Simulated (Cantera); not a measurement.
What does this Cantera script print?

```python
import numpy as np
import cantera as ct

gas_names = """
    CL CL2 H HCL H2 Si SiCL SiCL2 SiCL3 SiCL4 SiH SiHCL3 SiH2 SiH2CL2 SiH3 SiH3CL SiH4 Si2 Si3
""".split()
cond_names = """
    Si(cr) Si(L)
""".split()


# ... load() reads the species with a 1 bar reference pressure and builds the phases ...
atoms = {
    'Si': {'Si': 1},
    'Cl2': {'CL': 2},
    'H2': {'H': 2},
}
top_T = {}  # K; cautious upper limits of use, not melting points


# ... equilibrate(T, P, feed) seeds the gas with the atoms and calls Mixture.equilibrate('TP', solver="vcs", rtol=1e-11, max_steps=5000) ...
results = []
feed = {'Si': 1, 'Cl2': 1.4, 'H2': 2.7}  # mol
T = 598  # K
P = 45000  # Pa
mix = equilibrate(T, P, feed)
results.append((T, P, feed, dict(zip(mix.species_names, mix.species_moles))))
x = sorted(zip(gas.X, gas.species_names), reverse=True)
print(f"T = {T:g} K  P = {P:g} Pa  gas = {mix.phase_moles(0):.4g} mol")
print("   x: " + "  ".join(f"{s} {v:.3e}" for v, s in x if v > 0.0001))
print("   condensed (mol): " + ("  ".join(f"{mix.phase(i).name} {mix.phase_moles(i):.4g}"
      for i in range(1, mix.n_phases) if mix.phase_moles(i) > 1e-12) or "none"))
```

It prints:

```
T = 598 K  P = 45000 Pa  gas = 3.339 mol
   x: H2 7.720e-01  SiCL4 1.562e-01  SiHCL3 7.015e-02  SiH2CL2 1.569e-03
   condensed (mol): Si(cr) 0.2388
```

Equilibrium computed with Cantera from the NASA thermochemical tables; the gas is ideal and each condensed phase is pure.
